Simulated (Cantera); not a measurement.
An isothermal, constant-pressure homogeneous reactor starts with NH₃ : N₂ = 1 : 0.46 (molar parts), at 1900 K and 31.5 Torr.

Cantera simulation using the gas-phase N/H chemistry of the illustrative SiF4/NH3 mechanism in the Surface Chemkin manual (1991); the numbers are that mechanism's predictions, not measurements. Walls and surfaces, which speed up NH3 decomposition in real reactors, are not modelled.

x: mole fraction; the columns are a selection and need not sum to one.

| t (s) | x NH₃ | x NH | x NH₂ | x N | x H₂ | x N₂H₄ | x H |
|---|---|---|---|---|---|---|---|
| 3.00e-5 | 0.685 | 1.28e-10 | 5.62e-6 | <1e-12 | 2.72e-6 | 1.10e-12 | 1.80e-7 |
| 0.000180 | 0.685 | 8.48e-9 | 3.46e-5 | 2.10e-12 | 1.72e-5 | 5.24e-11 | 1.81e-7 |
| 0.00108 | 0.685 | 4.76e-7 | 0.000206 | 4.59e-10 | 0.000110 | 1.93e-9 | 2.16e-7 |
| 0.00646 | 0.682 | (withheld) | 0.000822 | (withheld) | (withheld) | 3.09e-8 | (withheld) |
| 0.0387 | 0.664 | (withheld) | 0.000837 | (withheld) | (withheld) | 3.21e-8 | (withheld) |
| 0.232 | 0.566 | 8.25e-6 | 0.000684 | 3.12e-7 | 0.105 | 2.14e-8 | 4.61e-5 |
| 1.39 | 0.254 | 7.39e-6 | 0.000378 | 5.19e-7 | 0.383 | 6.55e-9 | 0.000204 |
| 8.35 | 0.0120 | 2.49e-6 | 4.60e-5 | 4.94e-7 | 0.598 | 9.64e-11 | 0.000822 |
| 50.0 | 1.31e-5 | 3.63e-8 | 1.83e-7 | 2.64e-8 | 0.607 | <1e-12 | 0.00304 |
| 300 | 1.56e-6 | 4.34e-9 | 2.19e-8 | 3.16e-9 | 0.607 | <1e-12 | 0.00304 |

Problem. Fill in the missing entries.

Solution. 
- 0.00646, x NH: 4.47e-6
- 0.00646, x N: 1.01e-8
- 0.00646, x H₂: 0.00169
- 0.00646, x H: 1.39e-6
- 0.0387, x NH: 6.16e-6
- 0.0387, x N: 7.46e-8
- 0.0387, x H₂: 0.0180
- 0.0387, x H: 8.82e-6
